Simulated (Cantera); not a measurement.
A closed system holds: 1 mol HMDSO, 0.24 mol CO₂, 0.84 mol H₂, 1.4 mol O₃, held at 1275 °C and 0.680 bar.

Method: chemical equilibrium by Gibbs-energy minimisation in Cantera with the NASA 1993 tables (ideal gas, pure condensed phases). The feed counts by its element totals alone. The tables hold silica as quartz up to 1696 K and as liquid above; real silica turns to tridymite and cristobalite and melts near 1996 K. The numbers say what is thermodynamically allowed, not how fast it happens.

| species | before | after |
|---|---|---|
| H₂O | 0.000104 | 0.745 |
| H₂ | 0.853 | 0.177 |
| CO₂ | 6.37e-6 | 0.0469 |
| CO | 0.146 | 0.0310 |
| SiO | 7.97e-5 | 2.30e-9 |
| CH₄ | 0.00101 | <1e-9 |
| C₂H₂ (acetylene) | 1.34e-5 | <1e-9 |
| H | 3.45e-5 | 1.57e-5 |
| C(graphite), mol | 4.55 | 0 |
| SiO₂(β-quartz), mol | 2.00 | 1.00 |
Gas species are given as mole fractions.

**Question.** Name the change that produced these shifts.
(A) temperature from 1275 °C to 1675 °C
(B) temperature from 1275 °C to 1777 °C
(C) HMDSO replaced by SiH₄
(D) temperature from 1275 °C to 1477 °C

**Answer.** C, HMDSO replaced by SiH₄. Gases not in the tables: Si(OH)₄
